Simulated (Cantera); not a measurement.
Cantera run, input and output.

```python
import numpy as np
import cantera as ct

surf = ct.Interface("diamond.yaml", "diamond_100")
gas, bulk = surf.adjacent["gas"], surf.adjacent["diamond"]
k = surf.kinetics_species_index(bulk.species_names[0])
cover = ["c6HH", "c6H*", "c6*H", "c6**", "c6HM", "c6B"]

rows, drift = [], 0.0
print(f"{'xH':>10s}{'um/h':>11s}" + "".join(f"{s:>11s}" for s in cover))
for v in [0.0001, 0.00022, 0.00047, 0.001, 0.0022, 0.0048, 0.01, 0.023, 0.049]:
    T, P, xH, xCH3 = 975, 2300, v, 0.00016
    gas.TPX = T, P, {"H": xH, "CH3": xCH3, "CH4": 0.012, "H2": 1 - xH - xCH3 - 0.012}
    surf.TP = bulk.TP = T, P
    surf.coverages = "c6H*:0.1, c6HH:0.9"
    surf.advance_coverages(100.0)
    before = surf.coverages
    surf.advance_coverages(100.0)
    drift = max(drift, np.max(np.abs(surf.coverages - before) / (surf.coverages + 1e-9)))
    rate = surf.net_production_rates[k] * bulk.mean_molecular_weight / bulk.density * 3.6e9
    rows.append([rate, *surf[cover].coverages])
    print(f"{v:10.4g}{rate:11.4e}" + "".join(f"{x:11.3e}" for x in rows[-1][1:]))
```

It prints:

```
        xH       um/h       c6HH       c6H*       c6*H       c6**       c6HM        c6B
    0.0001 3.2757e-01  4.918e-01  1.144e-02  2.518e-01  2.865e-03  1.803e-01  8.889e-10
   0.00022 6.0715e-01  5.047e-01  1.244e-02  2.737e-01  4.301e-03  1.529e-01  1.648e-09
   0.00047 9.4089e-01  5.338e-01  1.354e-02  2.979e-01  5.632e-03  1.114e-01  2.553e-09
     0.001 1.2494e+00  5.654e-01  1.455e-02  3.202e-01  6.687e-03  6.967e-02  3.390e-09
    0.0022 1.4791e+00  5.902e-01  1.531e-02  3.368e-01  7.411e-03  3.754e-02  4.014e-09
    0.0048 1.6115e+00  6.049e-01  1.576e-02  3.465e-01  7.813e-03  1.876e-02  4.373e-09
      0.01 1.6773e+00  6.122e-01  1.600e-02  3.512e-01  8.011e-03  9.374e-03  4.552e-09
     0.023 1.7143e+00  6.163e-01  1.619e-02  3.538e-01  8.126e-03  4.166e-03  4.652e-09
     0.049 1.7308e+00  6.180e-01  1.636e-02  3.548e-01  8.187e-03  1.974e-03  4.697e-09
```

Computed with Cantera and the Harris–Goodwin 1993 mechanism for the reconstructed diamond (100) surface.
